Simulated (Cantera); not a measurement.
Input: 1 mol Si, a varied amount of HCl, 9.1 mol H2, held at 625 K and 11.0 bar.

These are equilibrium values from Cantera (NASA tables, ideal gas, pure condensed phases), not measurements of a reactor. Candidate condensed phases: Si; 19 gas species. Kinetics and transport are ignored.

Which condensed phases are stable at each of these points (n(HCl) (mol)): 0.58, 0.82, 1.1, 1.6, 2.3, 3.2, 4.4?


```csv
n(HCl) (mol),condensed phases,Si condensed (%)
0.58,Si(s),81.6
0.82,Si(s),74.2
1.1,Si(s),65.8
1.6,Si(s),50.7
2.3,Si(s),29.9
3.2,Si(s),3.4
4.4,gas only,0.0
```

From 0.58 mol HCl to 3.2 mol HCl the condensed part is Si(s). At 4.4 mol HCl nothing is condensed.
